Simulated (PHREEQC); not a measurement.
A solution holds 0.066 mol/kgw K2CO3, 0.24 mol/kgw K2SO4 and 1.4e-05 mol/kgw CO2, at 25 °C. Closed to the air; pH follows from the charge balance.

All values are PHREEQC results (Pitzer model, pitzer.dat), not measurements.

| quantity | before | after |
|---|---|---|
| pH | 11.21 | 11.31 |
| ionic strength (mol/kgw) | 0.916 | 0.195 |
| CO3-2 (mol/kgw) | 0.0636 | 0.0632 |
| HCO3- (mol/kgw) | 0.00239 | 0.00277 |
| CO2 (mol/kgw) | 1.75e-8 | 2.10e-8 |

**Question.** What was changed between the two runs?
A. temperature from 25 to 80 °C
B. diluted 100-fold with water
C. K2CO3 from 0.066 to 0.099 mol/kgw
D. K2SO4 left out

**Answer.** D, K2SO4 left out

No solid was allowed to form.
